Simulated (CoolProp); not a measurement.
A single-stage vapour-compression cycle with C2F6 (R116): evaporating at 198.15 K (dew point), condensing at 262.15 K (bubble point), superheat 0 K, subcooling 0 K, compressor efficiency 0.9, no pressure losses. Each further row changes one setting.

Computed with CoolProp (reference Helmholtz-energy equation of state, Lemmon 2006). It is a short technical equation, of lower accuracy than the large ones.

| case | cooling COP | pressure ratio | discharge temperature (K) | refrigerating effect (kJ/kg) | volumetric capacity (kJ/m³) |
|---|---|---|---|---|---|
| as stated | 1.48 | 11.4 | 266.1 | 47.4 | 499 |
| evaporating temperature 203.15 K | 1.74 | 8.89 | 265.3 | 49.9 | 666 |
| condensing temperature 257.15 K | 1.77 | 9.89 | 261.0 | 53.5 | 563 |
| subcooling 5 K | 1.67 | 11.4 | 266.1 | 53.6 | 564 |
| superheat 10 K | 1.57 | 11.4 | 275.3 | 53.7 | 533 |
| compressor efficiency 0.8 | 1.32 | 11.4 | 270.4 | 47.4 | 499 |
